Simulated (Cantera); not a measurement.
A closed system holds: 1 mol FeS, 16 mol H2, a varied amount of N2, at 1525 °C and 0.100 bar.

Equilibrium computed with Cantera from the NASA thermochemical tables; the gas is ideal and each condensed phase is pure. Candidate condensed phases: Fe, FeS, FeS2, S; 16 gas species. Metal and sulfide melt together well below either melting point, which pure phases cannot show. Mutual solubility and eutectic melting of coexisting phases are not modelled. FeS: taken at fixed stoichiometry. Kinetics and transport are ignored.

log p: log10 of the partial pressure in bar; n: condensed amount in mol.

```json
[
 {"n(N2) (mol)": "4.9", "log p N2": "-1.63", "log p H2": "-1.13", "log p H2S": "-2.77", "log p S2": "-3.36", "n Fe(δ)": "0.586", "n FeS(l)": "0.408"},
 {"n(N2) (mol)": "14", "log p N2": "?", "log p H2": "?", "log p H2S": "?", "log p S2": "-3.36", "n Fe(δ)": "?", "n FeS(l)": "?"},
 {"n(N2) (mol)": "23", "log p N2": "-1.23", "log p H2": "-1.40", "log p H2S": "-3.05", "log p S2": "-3.36", "n Fe(δ)": "0.760", "n FeS(l)": "0.229"},
 {"n(N2) (mol)": "31", "log p N2": "-1.18", "log p H2": "-1.48", "log p H2S": "-3.13", "log p S2": "-3.36", "n Fe(δ)": "0.835", "n FeS(l)": "0.151"},
 {"n(N2) (mol)": "40", "log p N2": "-1.15", "log p H2": "-1.56", "log p H2S": "-3.20", "log p S2": "-3.36", "n Fe(δ)": "0.919", "n FeS(l)": "0.0644"},
 {"n(N2) (mol)": "49", "log p N2": "-1.13", "log p H2": "-1.62", "log p H2S": "-3.27", "log p S2": "-3.37", "n Fe(δ)": "0.981", "n FeS(l)": "0"},
 {"n(N2) (mol)": "58", "log p N2": "-1.11", "log p H2": "?", "log p H2S": "?", "log p S2": "-3.42", "n Fe(δ)": "0.979", "n FeS(l)": "0"},
 {"n(N2) (mol)": "67", "log p N2": "-1.10", "log p H2": "-1.73", "log p H2S": "-3.42", "log p S2": "-3.46", "n Fe(δ)": "0.976", "n FeS(l)": "0"}
]
```

Question: Some entries are withheld; supply them.

Answer: 
- 14, log p N2: -1.33
- 14, log p H2: -1.29
- 14, log p H2S: -2.93
- 14, n Fe(δ): 0.674
- 14, n FeS(l): 0.318
- 58, log p H2: -1.68
- 58, log p H2S: -3.35
